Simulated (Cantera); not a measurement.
A closed system holds: 1 mol CH₃SiH₃, 3 mol HCl, 14 mol H₂, equilibrated at 7500 Pa.

Method: chemical equilibrium by Gibbs-energy minimisation in Cantera with the NASA 1993 tables (ideal gas, pure condensed phases). Candidate condensed phases: C, C₆H₆, C₇H₈, C₈H₁₈, Si, SiC; 109 gas species. The feed counts by its element totals alone. Gases not in the tables: Si₂H₆ and higher silanes. Equilibrium is a limit: real reactors are often held back by kinetics, nucleation or transport.

Q: What share of the Si ends up in condensed phases as a function of T (K), at 1700, 1750, 1800, 1850, 1900, 1950, 2000, 2050, 2100, 2150?

A: 
```
T (K)  Si condensed (%)      as
-----  ----------------  ------
1700               97.2  SiC(s)
1750               96.7  SiC(s)
1800               96.2  SiC(s)
1850               95.6  SiC(s)
1900               94.9  SiC(s)
1950               94.2  SiC(s)
2000               93.5  SiC(s)
2050               92.6  SiC(s)
2100               91.5  SiC(s)
2150               90.3  SiC(s)
```
